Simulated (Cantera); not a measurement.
Charge: 1 mol TiCl4, 0.42 mol CH4, 24 mol H2, 0.53 mol C3H8, equilibrated at 1350 °C and 100 Torr.

Equilibrium computed with Cantera from the NASA thermochemical tables; the gas is ideal and each condensed phase is pure. Candidate condensed phases: C, C6H6, C7H8, C8H18, Ti, TiC, TiCl2, TiCl3, TiCl4; 96 gas species. The tables' values for TiCl2 are old estimates; treat these amounts as uncertain. TiC: taken at fixed stoichiometry. Rates play no part.

Base state: H2 0.862, HCl 0.137, TiCl3 0.000261, H 0.000176, CH4 0.000147, C2H2 (acetylene) 3.00e-5, Cl 2.20e-5, TiCl4 2.06e-5 (mole fractions); condensed: C(graphite) + TiC(s).

Task: What changes in the equilibrium state with this change: TiCl4 replaced by Ti(OiPr)4?

Result: 
```tsv
species	before	after
H2	0.862	0.911
CO	0	0.0890
H	0.000176	0.000181
HCl	0.137	0
TiCl3	0.000261	0
Cl	2.20e-5	0
TiCl4	2.06e-5	0
TiCl2	1.03e-5	0
C(graphite), mol	1.01	9.00
TiC(s), mol	0.992	1.00
```
The feed counts by its element totals alone. Further candidate phases: H2O, TiO, TiO2, Ti2O3, Ti3O5, Ti4O7.
